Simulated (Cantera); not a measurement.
Cantera run:

```python
import numpy as np
import cantera as ct

gas_names = """
    H HNO HNO2 HNO3 HO2 H2 H2O H2O2 N NH NH2 NH3 NH2OH NO NO2 NO3 N2 N2H2 N2H4 N2O O OH O2 O3 Si SiH
    SiH2 SiH3 SiH4 SiN SiO SiO2 Si2 Si2N Si3
""".split()
cond_names = """
    H2O(s) H2O(L) Si(cr) Si(L) SiO2(Lqz) SiO2(hqz) SiO2(L) Si2N2O(s) Si3N4(a)
""".split()


# ... load() reads the species with a 1 bar reference pressure and builds the phases ...
atoms = {
    'Si': {'Si': 1},
    'H2O': {'H': 2, 'O': 1},
    'N2': {'N': 2},
}
top_T = {'Si2N2O(s)': 2100, 'Si3N4(a)': 2400}  # K; cautious upper limits of use, not melting points


# ... equilibrate(T, P, feed) seeds the gas with the atoms and calls Mixture.equilibrate('TP', solver="vcs", rtol=1e-11, max_steps=5000) ...
results = []
feed = {'Si': 1, 'H2O': 0.19, 'N2': 730}  # mol
T = 2173  # K
P = 1700  # Pa
mix = equilibrate(T, P, feed)
results.append((T, P, feed, dict(zip(mix.species_names, mix.species_moles))))
print(gas.report(threshold=1e-06))
for i in range(1, mix.n_phases):
    print(f"{mix.phase(i).name:16s} {mix.phase_moles(i):12.5e} mol")
```

Output:

```
       temperature   2173 K
          pressure   1700 Pa
           density   0.0026353 kg/m^3
  mean mol. weight   28.007 kg/kmol
   phase of matter   gas

                          1 kg             1 kmol
                     ---------------   ---------------
          enthalpy        2.2444e+06         6.286e+07  J
   internal energy        1.5993e+06        4.4793e+07  J
           entropy             10318        2.8897e+05  J/K
    Gibbs function       -2.0176e+07       -5.6506e+08  J
 heat capacity c_p            1295.3             36278  J/K
 heat capacity c_v            998.43             27963  J/K

                      mass frac. Y      mole frac. X     chem. pot. / RT
                     ---------------   ---------------   ---------------
                 H        1.2421e-05        0.00034511           -16.586
                H2        6.2588e-06         8.695e-05           -33.173
                N2           0.99845            0.9982             -31.3
                Si         0.0010792         0.0010762           -9.0902
               SiN        3.7536e-05        2.4976e-05            -24.74
               SiO        0.00040895        0.00025981            -47.85
               Si2        2.1189e-06        1.0565e-06            -18.18
              Si2N        4.5702e-06        1.8239e-06            -33.83
     [  +27 minor]        7.1123e-07        6.9488e-07

Si(L)             0.00000e+00 mol
SiO2(L)           0.00000e+00 mol
Si3N4(a)          0.00000e+00 mol
```

Equilibrium computed with Cantera from the NASA thermochemical tables; the gas is ideal and each condensed phase is pure. The tables' values for SiN are old estimates; treat these amounts as uncertain.
